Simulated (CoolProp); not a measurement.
The numbers come from the reference Helmholtz-energy equation of state, de Reuck 1993 in CoolProp.

### Question
For methanol, give the phase and the Z, cv (kJ/(kg K)), Joule-Thomson coefficient (K/MPa) at 420 K and 10.3 MPa; 456.4 K and 10.3 MPa; 565.5 K and 10.3 MPa.

### Answer
- 420 K and 10.3 MPa: liquid; Z 0.141, cv 2.84, Joule-Thomson coefficient -0.0743
- 456.4 K and 10.3 MPa: liquid; Z 0.141, cv 3.05, Joule-Thomson coefficient 0.114
- 565.5 K and 10.3 MPa: supercritical; Z 0.640, cv 3.12, Joule-Thomson coefficient 6.33
